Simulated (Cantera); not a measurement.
An isothermal, constant-pressure homogeneous reactor starts with 4.00 % C2H6, 96.0 % N2, at 1775 K and 0.000612 atm.

Model: GRI-Mech 3.0 (53 species, 325 reactions), integrated in Cantera. GRI-Mech 3.0 stops at C3 and has no aromatics, soot or wall deposition, so with more carbon than oxygen in the feed, carbon stays in small species such as C2H2 where larger ones or solid carbon would form. Radical loss at walls, strong at low pressure, is not modelled.

Problem. Predict: x(C2H6) at 10.0 s; x(H2) at 10.0 s; x(H) at 10.0 s; x(C2H) at 10.0 s; x(HCN) at 10.0 s; x(CH2) at 10.0 s; x(CH3) at 10.0 s.

Solution. 
```json
{
  "x(C2H6) at 10.0 s": "6.77e-9 (gas-phase equilibrium <1e-12)",
  "x(H2) at 10.0 s": "0.0723 (gas-phase equilibrium 0.0724)",
  "x(H) at 10.0 s": "0.000445 (gas-phase equilibrium 0.00315)",
  "x(C2H) at 10.0 s": "1.76e-6 (gas-phase equilibrium 3.26e-6)",
  "x(HCN) at 10.0 s": "5.86e-5 (gas-phase equilibrium 0.0549)",
  "x(CH2) at 10.0 s": "7.73e-7 (gas-phase equilibrium 3.46e-9)",
  "x(CH3) at 10.0 s": "0.000119 (gas-phase equilibrium 7.21e-8)"
}
```
